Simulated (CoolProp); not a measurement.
Vapour-liquid equilibrium of n-heptane (1) + p-xylene (2) at 132.05 °C; x and y are mole fractions of (1).

Values from CoolProp's multi-fluid Helmholtz-energy mixture model, Span 2003 and Zhou 2012; pair parameters Bell 2016.

**Question.** Give the bubble pressure and the first vapour's composition at x = 0.425, 0.5, 0.725. Is there an azeotrope?

**Answer.** x = 0.425: 163.1 kPa, y = 0.672; x = 0.5: 174.6 kPa, y = 0.727; x = 0.725: 207.8 kPa, y = 0.863. No azeotrope shows between x = 0.05 and 0.95.

The pair parameters rest on a limited set of measurements; away from them the model extrapolates.
